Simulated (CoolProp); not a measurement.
Values from CoolProp's reference Helmholtz-energy equation of state, Pan 2012.

Task: For R236FA, give the phase and the density (kg/m³), cv (kJ/(kg K)), speed of sound (m/s), Joule-Thomson coefficient (K/MPa) at 275.9 K and 42.5 bar; 275.9 K and 63.8 bar; 275.9 K and 319 bar.

Result: 
- 275.9 K and 42.5 bar: liquid; density 1450, cv 0.837, speed of sound 649, Joule-Thomson coefficient -0.251
- 275.9 K and 63.8 bar: liquid; density 1450, cv 0.839, speed of sound 663, Joule-Thomson coefficient -0.261
- 275.9 K and 319 bar: liquid; density 1520, cv 0.851, speed of sound 791, Joule-Thomson coefficient -0.333
